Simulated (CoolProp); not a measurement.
A simple Rankine cycle with cyclopropane: condensing at 299.15 K, boiler at 3.98 MPa, turbine inlet 393.1 K, turbine efficiency 0.85, pump efficiency 0.7, no recuperator. Each further row changes one setting.

Model: reference Helmholtz-energy equation of state, Polt 1992, in CoolProp. This equation is an older, rougher fit; its heat capacities, sound speeds and derivatives of the liquid may be far off and weren't checked against measurements.

```csv
case,thermal efficiency (%),net work (kJ/kg),heat in (kJ/kg),turbine exit temperature (K),volume ratio over the turbine
as stated,14.1,___,480,___,5.48
turbine inlet 413.1 K,14.7,78.5,___,332.6,5.31
condensing temperature 291.15 K,15.5,77.1,___,296.1,6.72
boiler pressure 2.79 MPa,___,63.1,517,331.5,3.64
turbine efficiency 0.75,12.3,___,480,___,5.63
```

Some entries are withheld; supply them.


- as stated, net work (kJ/kg): 67.8
- as stated, turbine exit temperature (K): 305.8
- turbine inlet 413.1 K, heat in (kJ/kg): 534
- condensing temperature 291.15 K, heat in (kJ/kg): 498
- boiler pressure 2.79 MPa, thermal efficiency (%): 12.2
- turbine efficiency 0.75, net work (kJ/kg): 59.0
- turbine efficiency 0.75, turbine exit temperature (K): 311.2
